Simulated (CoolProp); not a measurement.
R1234yf along the isotherm 271.4 K: Z from the reference equation and from simpler models built on Tc = 367.8 K, pc = 33.84 bar, ω = 0.276; each cubic takes its own stable root.

Model: reference Helmholtz-energy equation of state, Lemmon 2022, in CoolProp.

```json
[
 {"p (bar)": "0.161", "phase": "gas", "reference": "0.9952"},
 {"p (bar)": "0.285", "phase": "gas", "reference": "0.9915"},
 {"p (bar)": "0.508", "phase": "gas", "reference": "0.9848"},
 {"p (bar)": "0.903", "phase": "gas", "reference": "0.9727"},
 {"p (bar)": "1.61", "phase": "gas", "reference": "0.9502"},
 {"p (bar)": "2.85", "phase": "gas", "reference": "0.9080"},
 {"p (bar)": "5.08", "phase": "liquid", "reference": "0.02171"},
 {"p (bar)": "9.03", "phase": "liquid", "reference": "0.03853"},
 {"p (bar)": "16.1", "phase": "liquid", "reference": "0.06852"},
 {"p (bar)": "28.5", "phase": "liquid", "reference": "0.1207"},
 {"p (bar)": "50.8", "phase": "liquid", "reference": "0.2136"}
]
```

**Question.** How far does each simpler model (van der Waals, Soave-Redlich-Kwong, Peng-Robinson) lie from the reference over these 11 states: mean and median of the absolute difference, and the worst?

**Answer.** 
- van der Waals: mean 392.9 %, median 4.2 %, worst +4044.6 % at 271.4 K and 5.08 bar
- Soave-Redlich-Kwong: mean 5.8 %, median 1.4 %, worst +12.6 % at 271.4 K and 5.08 bar
- Peng-Robinson: mean 0.6 %, median 0.6 %, worst -1.3 % at 271.4 K and 50.8 bar

At some of these states van der Waals gives the other phase, because its saturation line lies elsewhere.
